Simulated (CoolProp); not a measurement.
Vapour pressure (kPa) of dimethyl carbonate: the reference equation beside estimates from Tc = 283.9 °C, pc = 4909 kPa, ω = 0.346. Clausius-Clapeyron is anchored at 124.65 °C with a constant enthalpy of vaporisation of 31.56 kJ/mol.

Computed with CoolProp (reference Helmholtz-energy equation of state, Zhou 2011).

| T (°C) | reference | Clausius-Clapeyron | Peng-Robinson |
|---|---|---|---|
| 109.55 | 181.4 | 186.9 | 180.8 |
| 124.65 | 272.4 | 272.4 | 272.4 |
| 139.85 | 396.2 | 387.0 | 397.6 |
| 155.05 | 559.2 | 536.4 | 563.4 |
| 170.25 | 768.8 | 726.9 | 777.9 |
| 185.45 | 1033 | 965.4 | 1050 |
| 200.65 | 1362 | 1259 | 1388 |
| 215.75 | 1762 | 1613 | 1800 |
| 230.95 | 2250 | 2038 | 2302 |
| 246.15 | 2840 | 2541 | 2904 |

Absolute difference from the reference over all 10 rows, mean and median: Clausius-Clapeyron 5.7 and 6.0 %, Peng-Robinson 1.3 and 1.4 %.
